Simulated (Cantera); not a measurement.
A perfectly stirred reactor is fed with CH4 : O2 : N2 : CO2 = 1 : 3.85 : 14.5 : 1.6 (molar parts), at 5.00 bar; it is adiabatic with a 350 K inlet, and is followed from long to short residence time, starting on the burning branch (τ in s: 0.021, 0.0099, 0.0047, 0.0023, 0.0011, 0.00053, 0.00025, 0.00012, 5.9e-05, 2.8e-05).

Model: GRI-Mech 3.0 (53 species, 325 reactions), integrated in Cantera.

Q: What does this change do: inlet temperature 350 to 750 K?

A: 
```json
[
 {"quantity": "blow-out, bracketed by the residence times tried", "before": "burning at 9.90 ms, out at 4.70 ms", "after": "burning at 0.250 ms, out at 0.120 ms"},
 {"quantity": "x(CH4) at τ = 21.0 ms", "before": "0.000286", "after": "1.95e-5"},
 {"quantity": "x(O2) at τ = 21.0 ms", "before": "0.0902", "after": "0.0884"},
 {"quantity": "x(CO2) at τ = 21.0 ms", "before": "0.121", "after": "0.124"},
 {"quantity": "x(O) at τ = 21.0 ms", "before": "8.04e-6", "after": "4.48e-5"},
 {"quantity": "x(C2H) at τ = 21.0 ms", "before": "5.99e-12", "after": "2.91e-12"},
 {"quantity": "x(CH4) at τ = 0.530 ms", "before": "0.0477", "after": "0.000274"},
 {"quantity": "x(O2) at τ = 0.530 ms", "before": "0.184", "after": "0.0909"},
 {"quantity": "x(CO2) at τ = 0.530 ms", "before": "0.0764", "after": "0.118"},
 {"quantity": "x(O) at τ = 0.530 ms", "before": "<1e-12", "after": "0.000331"},
 {"quantity": "x(C2H) at τ = 0.530 ms", "before": "<1e-12", "after": "8.15e-11"}
]
```

Q: What does this change do: pressure from 5.00 bar to 1.00 bar?

A: 
```csv
quantity,before,after
"blow-out, bracketed by the residence times tried","burning at 9.90 ms, out at 4.70 ms","burning at 4.70 ms, out at 2.30 ms"
x(CH4) at τ = 21.0 ms,0.000286,0.000128
x(O2) at τ = 21.0 ms,0.0902,0.0892
x(CO2) at τ = 21.0 ms,0.121,0.122
x(O) at τ = 21.0 ms,8.04e-6,0.000135
x(C2H) at τ = 21.0 ms,5.99e-12,1.39e-12
x(CH4) at τ = 0.530 ms,0.0477,0.0477
x(O2) at τ = 0.530 ms,0.184,0.184
x(CO2) at τ = 0.530 ms,0.0764,0.0764
x(O) at τ = 0.530 ms,<1e-12,<1e-12
x(C2H) at τ = 0.530 ms,<1e-12,<1e-12
```
